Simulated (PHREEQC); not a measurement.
Na2CO3 is added in steps, without added water, to 1 kg of water holding 0.5 mmol/kgw PbCl2, 27 mmol/kgw NaCl and 23 mmol/kgw Zn(NO3)2, at 25 °C. Oxygen is held at 0.21 atm. No CO2 enters from the air. Solids allowed: Zn(OH)2-e, Smithsonite, Zn5(OH)8Cl2, Litharge, Cerrusite, Hydrocerrusite, Cotunnite, Laurionite, Halite, Nahcolite, Natron. Others were left out.

Base run: PHREEQC, ion-association model, wateq4f.dat. Each further column changes one thing. The table gives pH.

```csv
Na2CO3 added (mol),base,all activity coefficients set to 1,Davies equation for every ion,Debye-Hückel limiting law
0,5.37,5.17,5.40,5.51
0.0031,6.54,6.29,6.56,6.69
0.00465,6.56,6.31,6.58,6.71
0.00775,6.61,6.35,6.62,6.75
0.0093,6.63,6.38,6.65,6.78
0.0124,6.70,6.45,6.71,6.84
0.01395,6.74,6.49,6.75,6.88
0.01705,6.84,6.59,6.86,6.97
0.0186,6.91,6.67,6.93,7.04
0.0217,7.17,6.94,7.19,7.30
0.02325,7.59,7.39,7.60,7.69
0.02635,8.74,8.84,8.74,8.69
0.0279,8.90,9.00,8.89,8.84
0.031,9.07,9.18,9.07,9.01
```

The database's zinc carbonate complexes are estimates, stronger than later reviews accept.
